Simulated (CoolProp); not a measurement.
Vapour-liquid equilibrium of hydrogen chloride (1) + ethane (2) at 261.2 K; x and y are mole fractions of (1).

Computed with CoolProp (multi-fluid Helmholtz-energy mixture model, Thol 2018 and Bücker 2006; pair parameters Bell 2016).

| x | bubble pressure (MPa) | y at the bubble point | dew pressure at overall composition x (MPa) | liquid density (mol/L) |
|---|---|---|---|---|
| 0.05 | 1.891 | 0.092 | 1.833 | 14.44 |
| 0.125 | 2.045 | 0.201 | 1.937 | 14.84 |
| 0.2 | 2.165 | 0.286 | 2.044 | 15.30 |
| 0.275 | 2.254 | 0.357 | 2.149 | 15.82 |
| 0.35 | 2.318 | 0.416 | 2.247 | 16.42 |
| 0.425 | 2.360 | 0.469 | 2.326 | 17.12 |
| 0.5 | 2.381 | 0.518 | 2.375 | 17.91 |
| 0.575 | 2.383 | 0.565 | 2.382 | 18.82 |
| 0.65 | 2.367 | 0.612 | 2.341 | 19.86 |
| 0.725 | 2.330 | 0.663 | 2.262 | 21.04 |
| 0.8 | 2.267 | 0.721 | 2.161 | 22.36 |
| 0.875 | 2.167 | 0.796 | 2.052 | 23.84 |
| 0.95 | 2.014 | 0.901 | 1.941 | 25.49 |

y crosses x between x = 0.5 and 0.575: the model has an azeotrope there.

Pair parameters are fitted to limited data, so mixtures are less certain than the pure fluids.
